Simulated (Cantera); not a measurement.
Mixture: CH4 : C2H6 : C3H8 : O2 : N2 : CO2 = 1 : 0.22 : 0.12 : 2.59 : 9.75 : 0.026 (molar parts), at 750 Torr, adiabatic and at constant volume. Ignition delay is the time to a rise of 400 K.

Model: GRI-Mech 3.0 (53 species, 325 reactions), integrated in Cantera.

Question: Predict: delay at 1200 K; delay at 1400 K; delay at 1600 K; delay at 1800 K; delay at 2000 K; apparent activation energy between 1800 and 2000 K.

Answer: delay at 1200 K: 2.59 ms
delay at 1400 K: 0.257 ms
delay at 1600 K: 51.8 µs
delay at 1800 K: 17.7 µs
delay at 2000 K: 8.49 µs
apparent activation energy between 1800 and 2000 K: 110 kJ/mol
